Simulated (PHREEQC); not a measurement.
# Copper plating or etch bath: an equilibrium model

Dissolve 10 mmol/kgw CuCl2, 86 mmol/kgw HCl and 41 mmol/kgw Na2SO4 at 20 °C. Closed to the air; pH follows from the charge balance.

Computed with PHREEQC (ion-association model, wateq4f.dat).

Each row changes one thing in this solution. No solid was allowed to form.

```
case                                               pH  ionic strength (mol/kgw)
-----------------------------------------------  ----  ------------------------
as made                                          1.30                     0.179
Na2SO4 left out                                  1.15                     0.114
diluted 2-fold with water                        1.56                    0.0935
HCl from 0.086 to 0.86 mol/kgw                   0.21                (withheld)
CuCl2 left out                                   1.31                     0.155
Na2SO4 replaced by Na2B4O7 at the same molality  2.48                     0.114
HCl from 0.086 to 0.0774 mol/kgw                 1.36                     0.172
HCl from 0.086 to 0.0086 mol/kgw                 2.44                (withheld)
```

Question: Some entries are withheld; supply them.

Answer: 
- HCl from 0.086 to 0.86 mol/kgw, ionic strength (mol/kgw): 0.930
- HCl from 0.086 to 0.0086 mol/kgw, ionic strength (mol/kgw): 0.129

The ionic strength passes 0.7 mol/kgw, the rough limit of the ion-association models, in HCl from 0.086 to 0.86 mol/kgw.
